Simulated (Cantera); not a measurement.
**Low-pressure radical oxidation in H2/O2**

An isothermal, constant-pressure homogeneous reactor starts with 0.456 % H2, 20.7 % O2, 78.8 % N2, equivalence ratio 0.011, at 975 K and 2670 Pa.

Detailed kinetics in Cantera: the H2/O2 subset of GRI-Mech 3.0, which has no nitrogen chemistry. Radical loss at walls, strong at low pressure, is not modelled.

| t (s) | x H2 | x O2 | x O | x H2O2 | x H | x H2O | x HO2 |
|---|---|---|---|---|---|---|---|
| 2.00e-6 | 0.00456 | 0.207 | <1e-12 | <1e-12 | <1e-12 | <1e-12 | <1e-12 |
| 1.83e-5 | 0.00456 | 0.207 | <1e-12 | <1e-12 | <1e-12 | <1e-12 | <1e-12 |
| 0.000168 | 0.00456 | 0.207 | <1e-12 | <1e-12 | 1.25e-12 | <1e-12 | 1.54e-12 |
| 0.00154 | 0.00456 | 0.207 | 1.54e-11 | <1e-12 | 8.40e-12 | 1.04e-11 | 1.48e-11 |
| 0.0141 | 0.00456 | 0.207 | 7.99e-8 | <1e-12 | 2.63e-8 | 1.11e-7 | 4.78e-9 |
| 0.130 | 1.40e-5 | 0.205 | 0.000303 | 1.66e-8 | 2.13e-5 | 0.00452 | 8.37e-7 |
| 1.19 | 2.00e-7 | 0.206 | 5.59e-6 | 5.35e-9 | 4.91e-8 | 0.00457 | 7.47e-8 |
| 10.9 | 2.99e-9 | 0.206 | 1.53e-7 | 4.09e-10 | 2.28e-10 | 0.00457 | 3.55e-9 |
| 100 | 1.34e-10 | 0.206 | 9.83e-9 | 3.13e-11 | 3.68e-12 | 0.00457 | 2.55e-10 |
x: mole fraction; the columns are a selection and need not sum to one.

Equilibrium at this temperature and pressure: H2 2.53e-12, O2 0.206, O 2.02e-10, H2O2 <1e-12, H <1e-12, H2O 0.00457, HO2 5.25e-11 (gas phase only).
